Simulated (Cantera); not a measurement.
Cantera run:

```python
import numpy as np
import cantera as ct

gas_names = [...]  # 87 gases of nasa_gas.yaml made of C, H, Si
cond_names = """
    C(gr) C6H6(L) C7H8(L) C8H18(L),n-octa Si(cr) Si(L) SiC(b)
""".split()


# ... load() reads the species with a 1 bar reference pressure and builds the phases ...
atoms = {
    'SiH4': {'Si': 1, 'H': 4},
    'CH4': {'C': 1, 'H': 4},
    'H2': {'H': 2},
}
top_T = {'C(gr)': 4500, 'SiC(b)': 3050}  # K; cautious upper limits of use, not melting points


# ... equilibrate(T, P, feed) seeds the gas with the atoms and calls Mixture.equilibrate('TP', solver="vcs", rtol=1e-11, max_steps=5000) ...
results = []
feed = {'SiH4': 1, 'CH4': 0.11, 'H2': 6.2}  # mol
T = 1275  # K
P = 100000  # Pa
mix = equilibrate(T, P, feed)
results.append((T, P, feed, dict(zip(mix.species_names, mix.species_moles))))
print(gas.report(threshold=1e-06))
for i in range(1, mix.n_phases):
    print(f"{mix.phase(i).name:16s} {mix.phase_moles(i):12.5e} mol")
```

Output:

```
       temperature   1275 K
          pressure   1e+05 Pa
           density   0.019021 kg/m^3
  mean mol. weight   2.0164 kg/kmol
   phase of matter   gas

                          1 kg             1 kmol
                     ---------------   ---------------
          enthalpy         1.446e+07        2.9156e+07  J
   internal energy        9.2024e+06        1.8555e+07  J
           entropy             86154        1.7372e+05  J/K
    Gibbs function       -9.5387e+07       -1.9233e+08  J
 heat capacity c_p             15583             31421  J/K
 heat capacity c_v             11459             23106  J/K

                      mass frac. Y      mole frac. X     chem. pot. / RT
                     ---------------   ---------------   ---------------
               CH4        0.00019118        2.4028e-05           -44.141
                H2            0.9998           0.99997           -18.142
     [  +85 minor]        1.2952e-05        1.5305e-06

C(gr)             0.00000e+00 mol
Si(cr)            8.90196e-01 mol
SiC(b)            1.09798e-01 mol
```

Method: chemical equilibrium by Gibbs-energy minimisation in Cantera with the NASA 1993 tables (ideal gas, pure condensed phases). Mutual solubility and eutectic melting of coexisting phases are not modelled.
